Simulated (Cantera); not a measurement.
Charge: 1 mol SiH4, 0.0035 mol Cl2, 8.9 mol H2, equilibrated at 1477 °C and 75.0 Torr.

Cantera equilibrium calculation (NASA polynomials, part measured and part estimated; ideal gas, pure solids and liquids). Candidate condensed phases: Si; 19 gas species. Gases not in the tables: Si2H6 and higher silanes. The numbers say what is thermodynamically allowed, not how fast it happens.

Base state: H2 0.999, H 0.000735, HCl 0.000638, SiH2 2.08e-5, Si 1.50e-5 (mole fractions); condensed: Si(l).

Q: What changes in the equilibrium state with this change: Cl2 from 0.0035 to 0.54 mol?

A: 
| species | before | after |
|---|---|---|
| H2 | 0.999 | 0.920 |
| HCl | 0.000638 | 0.0640 |
| SiCl2 | 1.36e-6 | 0.0148 |
| SiCl3 | <1e-9 | 0.000198 |
| SiHCl3 | <1e-9 | 1.49e-5 |
| SiCl | 3.56e-7 | 3.72e-5 |
| Cl | 3.62e-7 | 3.79e-5 |
| Si(l), mol | 1.000 | 0.827 |
The tables' values for SiCl3, SiCl are old estimates; treat these amounts as uncertain.
